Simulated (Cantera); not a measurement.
Source: NASA polynomial tables (part measured, part estimated), evaluated in Cantera. Values are per mole of reaction as written; species without (g) are pure solids or liquids, kept so even where they would boil at 1 bar.

O(g) + SO2(g) ⇌ SO3(g), with ΔH° = -348.1 kJ and ΔS° = -152.6 J/K at 300 K.

Problem. How far is the shortcut ΔG° ≈ ΔH°(300 K) − T·ΔS°(300 K) from the full temperature-dependent value at 1098, 1198, 1298, 1398, 1498, 1598 K?

Solution. 
```
T (K)  shortcut (kJ)  full (kJ)  difference (kJ)  difference in log10 K
-----  -------------  ---------  ---------------  ---------------------
1098          -180.6     -177.1             -3.5                   0.16
1198          -165.3     -161.4             -4.0                   0.17
1298          -150.1     -145.6             -4.5                   0.18
1398          -134.8     -129.9             -4.9                   0.18
1498          -119.6     -114.2             -5.4                   0.19
1598          -104.3      -98.4             -5.9                   0.19
```
The shortcut ignores the heat-capacity change of the reaction.
